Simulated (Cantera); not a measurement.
A closed system holds: 1 mol trisilylamine, 7.5 mol N₂.

Equilibrium computed with Cantera from the NASA thermochemical tables; the gas is ideal and each condensed phase is pure. Candidate condensed phases: Si, Si₃N₄; 18 gas species. The feed counts by its element totals alone. Equilibrium is a limit: real reactors are often held back by kinetics, nucleation or transport.

Q: What condenses at these points (T in K, P in Pa): (725, 29000); (1425, 210); (925, 710); (825, 59); (1525, 5)?

A: 
```
T (K)  P in Pa  condensed phases  Si condensed (%)
-----  -------  ----------------  ----------------
725      29000             Si₃N₄             100.0
1425       210             Si₃N₄             100.0
925        710             Si₃N₄             100.0
825         59             Si₃N₄             100.0
1525         5                Si              99.8
```
